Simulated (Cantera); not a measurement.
Charge: 1 mol B2O3, 54 mol H2, 1.7 mol N2, held at 2223 K and 750 Torr.

Method: chemical equilibrium by Gibbs-energy minimisation in Cantera with the NASA 1993 tables (ideal gas, pure condensed phases). Candidate condensed phases: B, BN, B2O3, B3O3H3, H2O; 39 gas species. Rates play no part.

Base state: H2 0.926, N2 0.0299, HBO 0.0179, HBO2 0.00962, H 0.00617, H2O 0.00555, B2O3 0.00240, BO 0.00142 (mole fractions); condensed: gas only.

Problem. What changes in the equilibrium state with this change: temperature from 2223 K to 1450 K?

Solution. 
```tsv
species	before	after
H2	0.926	0.967
N2	0.0299	0.0296
H2O	0.00555	0.00238
HBO	0.0179	0.000120
HBO2	0.00962	0.000748
BO	0.00142	3.25e-8
BO2	1.11e-5	<1e-9
B2O2	0.000698	1.28e-7
H	0.00617	9.30e-6
BN(s), mol	0	0.1000
B2O3(l), mol	0	0.925
```
N2 is the only nitrogen source here; it is nearly inert below about 1500 K, so the nitride shown seldom forms there in practice. Mutual solubility and eutectic melting of coexisting phases are not modelled. Gases not in the tables: H3BO3.
